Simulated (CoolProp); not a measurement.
Computed with CoolProp (reference Helmholtz-energy equation of state, Zhou 2012).

Task: For m-xylene, give the phase and the cp (kJ/(kg K)), Joule-Thomson coefficient (K/MPa) at 346.85 °C and 0.803 MPa; 346.85 °C and 1.61 MPa; 346.85 °C and 4.82 MPa.

Result: 
- 346.85 °C and 0.803 MPa: gas; cp 2.28, Joule-Thomson coefficient 8.18
- 346.85 °C and 1.61 MPa: gas; cp 2.39, Joule-Thomson coefficient 9.67
- 346.85 °C and 4.82 MPa: supercritical; cp 3.56, Joule-Thomson coefficient 2.66
